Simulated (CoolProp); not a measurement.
Vapour-liquid equilibrium of sulfur hexafluoride (1) + R113 (2) at 276.9 K; x and y are mole fractions of (1).

The numbers come from the multi-fluid Helmholtz-energy mixture model, Guder 2009 and Marx 1992; pair parameters Bell 2016 in CoolProp.

```csv
x,bubble pressure (MPa),y at the bubble point,dew pressure at overall composition x (MPa),liquid density (mol/L)
0.05,0.1466,0.874,0.01894,8.712
0.125,0.2289,0.919,0.02058,8.879
0.2,0.2661,0.931,0.02251,9.058
0.275,0.2953,0.938,0.02486,9.251
0.35,0.3305,0.947,0.02774,9.457
0.425,0.3783,[?],0.03138,9.672
0.5,0.4435,0.966,0.03613,9.893
0.575,0.5305,0.975,0.04257,10.12
0.65,0.6428,0.984,0.05182,10.33
0.725,0.7816,0.990,0.06619,10.53
0.8,0.9433,[?],0.09156,10.69
0.875,[?],0.997,[?],10.77
0.95,1.285,0.999,0.3462,10.69
```

### Question
Some entries are withheld; supply them.

### Answer

- 0.425, y at the bubble point: 0.956
- 0.8, y at the bubble point: 0.994
- 0.875, bubble pressure (MPa): 1.117
- 0.875, dew pressure at overall composition x (MPa): 0.1482

No azeotrope shows between x = 0.05 and 0.95.

Pair parameters are fitted to limited data, so mixtures are less certain than the pure fluids. The gap from Raoult's law changes sign with composition, which may be real or a fault of the pair parameters; it wasn't checked against measurements. With so large a gap from Raoult's law the liquid may split in two, which this calculation doesn't test in full.
